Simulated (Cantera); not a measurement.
**Equilibrium for roasting and sulfation: MgCO3 + SO2 + O2**

Charge: 1 mol MgCO3, 0.11 mol SO2, 0.26 mol O2, held at 29.0 mbar.

Equilibrium computed with Cantera from the NASA thermochemical tables; the gas is ideal and each condensed phase is pure. Candidate condensed phases: C, Mg, MgCO3, MgO, MgS, MgSO4, S; 26 gas species. Mutual solubility and eutectic melting of coexisting phases are not modelled. Equilibrium is a limit: real reactors are often held back by kinetics, nucleation or transport.

```json
[
 {"T (°C)": "402", "log p CO2": "-1.62", "log p O2": "-2.31", "log p SO2": "<-13", "log p CO": "<-13", "log p SO3": "-12.37", "n MgO(s)": "0.890", "n MgSO4(s)": "0.110"},
 {"T (°C)": "502", "log p CO2": "-1.62", "log p O2": "-2.31", "log p SO2": "-10.13", "log p CO": "<-13", "log p SO3": "-9.54", "n MgO(s)": "0.890", "n MgSO4(s)": "0.110"},
 {"T (°C)": "602", "log p CO2": "-1.62", "log p O2": "-2.31", "log p SO2": "-7.21", "log p CO": "-12.79", "log p SO3": "-7.37", "n MgO(s)": "0.890", "n MgSO4(s)": "0.110"},
 {"T (°C)": "702", "log p CO2": "-1.62", "log p O2": "-2.31", "log p SO2": "-4.90", "log p CO": "-11.06", "log p SO3": "-5.66", "n MgO(s)": "0.891", "n MgSO4(s)": "0.109"},
 {"T (°C)": "802", "log p CO2": "-1.64", "log p O2": "-2.29", "log p SO2": "-3.04", "log p CO": "-9.68", "log p SO3": "-4.28", "n MgO(s)": "0.932", "n MgSO4(s)": "0.0681"},
 {"T (°C)": "902", "log p CO2": "-1.67", "log p O2": "-2.26", "log p SO2": "-2.64", "log p CO": "-8.56", "log p SO3": "-4.27", "n MgO(s)": "1.00", "n MgSO4(s)": "0"},
 {"T (°C)": "1002", "log p CO2": "-1.67", "log p O2": "-2.26", "log p SO2": "-2.64", "log p CO": "-7.58", "log p SO3": "-4.60", "n MgO(s)": "1.00", "n MgSO4(s)": "0"},
 {"T (°C)": "1102", "log p CO2": "-1.67", "log p O2": "-2.26", "log p SO2": "-2.64", "log p CO": "-6.74", "log p SO3": "-4.89", "n MgO(s)": "1.00", "n MgSO4(s)": "0"},
 {"T (°C)": "1202", "log p CO2": "-1.67", "log p O2": "-2.26", "log p SO2": "-2.63", "log p CO": "-6.02", "log p SO3": "-5.14", "n MgO(s)": "1.00", "n MgSO4(s)": "0"},
 {"T (°C)": "1302", "log p CO2": "-1.67", "log p O2": "-2.26", "log p SO2": "-2.63", "log p CO": "-5.39", "log p SO3": "-5.35", "n MgO(s)": "1.00", "n MgSO4(s)": "0"},
 {"T (°C)": "1402", "log p CO2": "-1.67", "log p O2": "-2.26", "log p SO2": "-2.63", "log p CO": "-4.84", "log p SO3": "-5.54", "n MgO(s)": "1.00", "n MgSO4(s)": "0"},
 {"T (°C)": "1502", "log p CO2": "-1.68", "log p O2": "-2.26", "log p SO2": "-2.63", "log p CO": "-4.35", "log p SO3": "-5.70", "n MgO(s)": "1.00", "n MgSO4(s)": "0"},
 {"T (°C)": "1602", "log p CO2": "-1.68", "log p O2": "-2.26", "log p SO2": "-2.63", "log p CO": "-3.91", "log p SO3": "-5.85", "n MgO(s)": "1.00", "n MgSO4(s)": "0"}
]
```
log p: log10 of the partial pressure in bar; n: condensed amount in mol.

From 402 °C to 802 °C the condensed part is MgO(s) + MgSO4(s). From 902 °C to 1602 °C the condensed part is MgO(s).
